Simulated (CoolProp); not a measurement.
Dimethyl carbonate along the isotherm 136.15 °C: density (kg/m³) from the reference equation and from simpler models built on Tc = 283.9 °C, pc = 49.09 bar, ω = 0.346; each cubic takes its own stable root.

The numbers come from the reference Helmholtz-energy equation of state, Zhou 2011 in CoolProp.

| p (bar) | phase | reference |
|---|---|---|
| 4.6 | liquid | 905.4 |
| 9.2 | liquid | 906.4 |
| 13.8 | liquid | 907.4 |
| 18.4 | liquid | 908.5 |
| 23 | liquid | 909.5 |
| 27.6 | liquid | 910.5 |
| 32.2 | liquid | 911.5 |
| 36.8 | liquid | 912.4 |
| 41.4 | liquid | 913.4 |
| 46 | liquid | 914.4 |
| 50.6 | liquid | 915.3 |
| 55.2 | liquid | 916.3 |
| 59.8 | liquid | 917.2 |
| 64.4 | liquid | 918.1 |
| 69 | liquid | 919.1 |
| 73.6 | liquid | 920.0 |

### Question
How far does each simpler model (van der Waals, Redlich-Kwong) lie from the reference over these 16 states: mean and median of the absolute difference, and the worst?

### Answer
- van der Waals: mean 47.6 %, median 40.6 %, worst -98.6 % at 136.15 °C and 4.6 bar
- Redlich-Kwong: mean 20.3 %, median 15.1 %, worst -98.5 % at 136.15 °C and 4.6 bar

At some of these states van der Waals, Redlich-Kwong gives the other phase, because its saturation line lies elsewhere.
